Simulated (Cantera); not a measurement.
Adiabatic ignition

An adiabatic, constant-volume homogeneous reactor starts with CH4 : C2H6 : O2 : N2 = 1 : 0.042 : 6.51 : 24.5 (molar parts), at 1500 K and 1000000 Pa.

Cantera simulation using GRI-Mech 3.0 (53 species, 325 reactions); the numbers are that mechanism's predictions, not measurements.

| t (s) | T (K) | P (bar) | x CH4 | x C2H6 | x O2 | x CO | x C2H2 | x OH | x NO |
|---|---|---|---|---|---|---|---|---|---|
| 6.00e-6 | 1500 | 10.00 | 0.0312 | 0.00130 | 0.203 | 7.25e-8 | 1.37e-10 | 2.59e-7 | <1e-12 |
| 1.91e-5 | 1500 | 10.0 | 0.0310 | 0.00126 | 0.203 | 5.98e-6 | 1.25e-8 | 1.73e-6 | <1e-12 |
| 6.06e-5 | 1570 | 10.5 | 0.0239 | 0.000967 | 0.195 | 0.00285 | 1.20e-5 | 5.82e-5 | 2.32e-10 |
| 0.000192 | 2382 | 15.9 | <1e-12 | <1e-12 | 0.135 | 0.000437 | <1e-12 | 0.00353 | 0.000185 |
| 0.000612 | 2380 | 15.9 | <1e-12 | <1e-12 | 0.135 | 0.000434 | <1e-12 | 0.00352 | 0.000737 |
| 0.00194 | 2376 | 15.9 | <1e-12 | <1e-12 | 0.134 | 0.000425 | <1e-12 | 0.00346 | 0.00236 |
| 0.00617 | 2366 | 15.8 | <1e-12 | <1e-12 | 0.132 | 0.000403 | <1e-12 | 0.00333 | 0.00628 |
| 0.0196 | 2351 | 15.7 | <1e-12 | <1e-12 | 0.129 | 0.000376 | <1e-12 | 0.00316 | 0.0115 |
| 0.0623 | 2347 | 15.7 | <1e-12 | <1e-12 | 0.128 | 0.000367 | <1e-12 | 0.00311 | 0.0132 |
| 0.198 | 2347 | 15.7 | <1e-12 | <1e-12 | 0.128 | 0.000367 | <1e-12 | 0.00311 | 0.0133 |
| 0.629 | 2347 | 15.7 | <1e-12 | <1e-12 | 0.128 | 0.000367 | <1e-12 | 0.00311 | 0.0133 |
| 2.00 | 2347 | 15.7 | <1e-12 | <1e-12 | 0.128 | 0.000367 | <1e-12 | 0.00311 | 0.0133 |
x: mole fraction; the columns are a selection and need not sum to one.

```
Quantity                                                          Result
---------------------------------  -------------------------------------
time of steepest temperature rise                                71.2 µs
temperature at 2.00 s                                             2347 K
equilibrium temperature                                           2347 K
x(CH4) at 2.00 s                   <1e-12 (gas-phase equilibrium <1e-12)
x(C2H6) at 2.00 s                  <1e-12 (gas-phase equilibrium <1e-12)
x(O2) at 2.00 s                      0.128 (gas-phase equilibrium 0.128)
```
